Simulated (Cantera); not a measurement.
A closed system holds: 1 mol Cu₂O, 3 mol H₂, equilibrated at 1650 Torr.

Cantera equilibrium calculation (NASA polynomials, part measured and part estimated; ideal gas, pure solids and liquids). Candidate condensed phases: Cu, CuO, Cu(OH)₂, Cu₂O, H₂O; 12 gas species. Kinetics and transport are ignored.

x: gas mole fraction; n: condensed amount in mol.

```json
[
 {"T (K)": "798", "x H₂": "0.667", "x H₂O": "0.333", "x Cu": "<1e-12", "x H": "1.47e-12", "x OH": "<1e-12", "x Cu₂": "<1e-12", "x O": "<1e-12", "n Cu(s)": "2.00", "n Cu(l)": "0"},
 {"T (K)": "898", "x H₂": "0.667", "x H₂O": "0.333", "x Cu": "<1e-12", "x H": "6.02e-11", "x OH": "<1e-12", "x Cu₂": "<1e-12", "x O": "<1e-12", "n Cu(s)": "2.00", "n Cu(l)": "0"},
 {"T (K)": "998", "x H₂": "0.667", "x H₂O": "0.333", "x Cu": "6.54e-12", "x H": "1.18e-9", "x OH": "1.29e-12", "x Cu₂": "<1e-12", "x O": "<1e-12", "n Cu(s)": "2.00", "n Cu(l)": "0"},
 {"T (K)": "1098", "x H₂": "0.667", "x H₂O": "0.333", "x Cu": "2.53e-10", "x H": "1.36e-8", "x OH": "3.00e-11", "x Cu₂": "<1e-12", "x O": "<1e-12", "n Cu(s)": "2.00", "n Cu(l)": "0"},
 {"T (K)": "1198", "x H₂": "0.667", "x H₂O": "0.333", "x Cu": "5.28e-9", "x H": "1.05e-7", "x OH": "4.13e-10", "x Cu₂": "<1e-12", "x O": "<1e-12", "n Cu(s)": "2.00", "n Cu(l)": "0"},
 {"T (K)": "1298", "x H₂": "0.667", "x H₂O": "0.333", "x Cu": "6.84e-8", "x H": "5.90e-7", "x OH": "3.82e-9", "x Cu₂": "5.51e-12", "x O": "<1e-12", "n Cu(s)": "2.00", "n Cu(l)": "0"},
 {"T (K)": "1398", "x H₂": "0.667", "x H₂O": "0.333", "x Cu": "5.90e-7", "x H": "2.60e-6", "x OH": "2.57e-8", "x Cu₂": "1.13e-10", "x O": "<1e-12", "n Cu(s)": "0", "n Cu(l)": "2.00"},
 {"T (K)": "1498", "x H₂": "0.667", "x H₂O": "0.333", "x Cu": "3.61e-6", "x H": "9.46e-6", "x OH": "1.34e-7", "x Cu₂": "1.40e-9", "x O": "1.65e-12", "n Cu(s)": "0", "n Cu(l)": "2.00"},
 {"T (K)": "1598", "x H₂": "0.667", "x H₂O": "0.333", "x Cu": "___", "x H": "___", "x OH": "___", "x Cu₂": "___", "x O": "___", "n Cu(s)": "0", "n Cu(l)": "2.00"},
 {"T (K)": "1698", "x H₂": "0.667", "x H₂O": "0.333", "x Cu": "___", "x H": "___", "x OH": "___", "x Cu₂": "___", "x O": "___", "n Cu(s)": "0", "n Cu(l)": "2.00"},
 {"T (K)": "1798", "x H₂": "0.666", "x H₂O": "0.333", "x Cu": "0.000240", "x H": "0.000194", "x OH": "6.37e-6", "x Cu₂": "4.57e-7", "x O": "1.43e-9", "n Cu(s)": "0", "n Cu(l)": "2.00"},
 {"T (K)": "1898", "x H₂": "0.666", "x H₂O": "0.333", "x Cu": "0.000719", "x H": "0.000430", "x OH": "1.76e-5", "x Cu₂": "2.06e-6", "x O": "8.54e-9", "n Cu(s)": "0", "n Cu(l)": "2.00"},
 {"T (K)": "1998", "x H₂": "0.665", "x H₂O": "0.332", "x Cu": "0.00192", "x H": "0.000882", "x OH": "4.39e-5", "x Cu₂": "7.88e-6", "x O": "4.26e-8", "n Cu(s)": "0", "n Cu(l)": "1.99"},
 {"T (K)": "2098", "x H₂": "0.662", "x H₂O": "0.331", "x Cu": "0.00466", "x H": "0.00169", "x OH": "0.000100", "x Cu₂": "2.64e-5", "x O": "1.82e-7", "n Cu(s)": "0", "n Cu(l)": "1.99"}
]
```

Problem. What belongs in the gaps?

Solution. 
- 1598, x Cu: 1.75e-5
- 1598, x H: 2.93e-5
- 1598, x OH: 5.70e-7
- 1598, x Cu₂: 1.24e-8
- 1598, x O: 2.09e-11
- 1698, x Cu: 7.03e-5
- 1698, x H: 7.96e-5
- 1698, x OH: 2.05e-6
- 1698, x Cu₂: 8.43e-8
- 1698, x O: 1.96e-10
